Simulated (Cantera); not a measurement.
A Cantera script and its output.

```python
import numpy as np
import cantera as ct

gas = ct.Solution("h2o2.yaml")
gas.TPX = 1200, 280, {'H2': 0.014, 'O2': 1, 'N2': 3.2}
reactor = ct.IdealGasConstPressureReactor(gas, energy="off", clone=False)
net = ct.ReactorNet([reactor])
net.rtol, net.atol = 1e-08, 1e-18
show = ['H2', 'O2', 'OH', 'H2O2', 'H', 'O', 'HO2']
times = np.geomspace(3e-05, 20, 11)

steps = ct.SolutionArray(gas, extra=["t"])
rows = []
print(f"{'t/s':>10s}{'T/K':>9s}{'P/Pa':>11s}" + "".join(f"{s:>11s}" for s in show))
for t in times:
    while net.time < t:
        t_next = net.step()
        steps.append(gas.state, t=t_next)
    rows.append([np.interp(t, steps.t, y) for y in (steps.T, steps.P, *steps(*show).X.T)])
    print(f"{t:10.3e}{rows[-1][0]:9.1f}{rows[-1][1]:11.4g}" + "".join(f"{x:11.3e}" for x in rows[-1][2:]))
rate = np.gradient(steps.T, steps.t)
print("integrator steps:", len(steps.t))
if steps.T.max() > steps.T[0] + 200:
    print(f"time of steepest temperature rise: {steps.t[rate.argmax()]:.4e} s")
gas.TPX = 1200, 280, {'H2': 0.014, 'O2': 1, 'N2': 3.2}
gas.equilibrate("TP")
print(f"equilibrium (TP): T = {gas.T:.1f} K  " + "  ".join(f"{s} {gas[s].X[0]:.3e}" for s in show))
```

Output:

```
       t/s      T/K       P/Pa         H2         O2         OH       H2O2          H          O        HO2
 3.000e-05   1200.0        280  3.322e-03  2.373e-01  8.095e-14  3.874e-18  4.481e-12  8.104e-14  4.562e-12
 1.147e-04   1200.0        280  3.322e-03  2.373e-01  1.144e-12  5.682e-17  1.630e-11  1.148e-12  1.744e-11
 4.384e-04   1200.0        280  3.322e-03  2.373e-01  1.453e-11  8.250e-16  5.239e-11  1.476e-11  6.668e-11
 1.676e-03   1200.0        280  3.322e-03  2.373e-01  1.399e-10  1.198e-14  1.250e-10  1.490e-10  2.549e-10
 6.407e-03   1200.0        280  3.322e-03  2.373e-01  9.819e-10  1.707e-13  3.144e-10  1.206e-09  9.745e-10
 2.449e-02   1200.0        280  3.322e-03  2.373e-01  1.693e-08  2.283e-12  3.816e-09  2.416e-08  3.733e-09
 9.364e-02   1200.0        280  3.076e-03  2.371e-01  1.030e-04  2.586e-10  2.525e-05  1.564e-04  6.988e-08
 3.580e-01   1200.0        280  1.884e-05  2.342e-01  2.592e-04  1.197e-09  1.963e-04  2.795e-03  6.316e-08
 1.369e+00   1200.0        280  1.734e-05  2.344e-01  2.489e-04  1.189e-09  1.728e-04  2.564e-03  6.104e-08
 5.232e+00   1200.0        280  1.300e-05  2.348e-01  2.157e-04  1.153e-09  1.105e-04  1.895e-03  5.390e-08
 2.000e+01   1200.0        280  5.512e-06  2.355e-01  1.407e-04  9.667e-10  2.974e-05  7.846e-04  3.592e-08
integrator steps: 859
equilibrium (TP): T = 1200.0 K  H2 1.655e-09  O2 2.360e-01  OH 2.451e-06  H2O2 2.049e-12  H 1.527e-10  O 2.316e-07  HO2 6.142e-10
```

Computed with Cantera and the H2/O2 subset of GRI-Mech 3.0, which has no nitrogen chemistry. Radical loss at walls, strong at low pressure, is not modelled.
